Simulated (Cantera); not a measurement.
An isothermal, constant-pressure homogeneous reactor starts with 28.6 % CH₄, 71.4 % N₂, at 1500 K and 20.0 Torr.

Detailed kinetics in Cantera: GRI-Mech 3.0 (53 species, 325 reactions). GRI-Mech 3.0 stops at C3 and has no aromatics, soot or wall deposition, so with more carbon than oxygen in the feed, carbon stays in small species such as C2H2 where larger ones or solid carbon would form. Radical loss at walls, strong at low pressure, is not modelled.

Problem. Predict: x(CH₄) at 100 s; x(HCN) at 100 s; x(C₂H₄) at 100 s; x(C₂H) at 100 s; x(C₂H₂) at 100 s; x(H) at 100 s; x(CH₂) at 100 s.

Solution. 
```
Item                                                  Value
----------------  -----------------------------------------
x(CH₄) at 100 s     0.00431 (gas-phase equilibrium 0.00110)
x(HCN) at 100 s      1.41e-7 (gas-phase equilibrium 0.0904)
x(C₂H₄) at 100 s  0.000271 (gas-phase equilibrium 0.000163)
x(C₂H) at 100 s     3.78e-8 (gas-phase equilibrium 2.32e-8)
x(C₂H₂) at 100 s       0.109 (gas-phase equilibrium 0.0653)
x(H) at 100 s       6.03e-5 (gas-phase equilibrium 6.25e-5)
x(CH₂) at 100 s    2.43e-9 (gas-phase equilibrium 6.56e-10)
```
